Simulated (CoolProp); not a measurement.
Saturation properties of oxygen.

The numbers come from the reference Helmholtz-energy equation of state, Schmidt 1985 in CoolProp.

```json
[
 {"T (K)": "96.7", "p (bar)": "1.906", "liquid density (kg/m³)": "1108", "surface tension (mN/m)": "11.5", "liquid viscosity (µPa s)": "165"},
 {"T (K)": "101.8", "p (bar)": "2.946", "liquid density (kg/m³)": "1081", "surface tension (mN/m)": "10.3", "liquid viscosity (µPa s)": "146"},
 {"T (K)": "107", "p (bar)": "4.393", "liquid density (kg/m³)": "1053", "surface tension (mN/m)": "9.07", "liquid viscosity (µPa s)": "130"},
 {"T (K)": "112.1", "p (bar)": "6.263", "liquid density (kg/m³)": "1023", "surface tension (mN/m)": "7.90", "liquid viscosity (µPa s)": "116"},
 {"T (K)": "117.3", "p (bar)": "8.711", "liquid density (kg/m³)": "991.3", "surface tension (mN/m)": "6.73", "liquid viscosity (µPa s)": "103"},
 {"T (K)": "122.4", "p (bar)": "11.72", "liquid density (kg/m³)": "957.8", "surface tension (mN/m)": "5.62", "liquid viscosity (µPa s)": "92.3"},
 {"T (K)": "127.6", "p (bar)": "15.49", "liquid density (kg/m³)": "920.8", "surface tension (mN/m)": "4.53", "liquid viscosity (µPa s)": "82.0"},
 {"T (K)": "132.7", "p (bar)": "19.96", "liquid density (kg/m³)": "880.7", "surface tension (mN/m)": "3.50", "liquid viscosity (µPa s)": "72.7"},
 {"T (K)": "137.8", "p (bar)": "25.29", "liquid density (kg/m³)": "835.2", "surface tension (mN/m)": "2.53", "liquid viscosity (µPa s)": "63.9"}
]
```

It boils at 90.2 K under 1 atm.

Viscosity comes from a separate model (Lemmon 2004). Surface tension comes from a separate correlation (Mulero 2012).
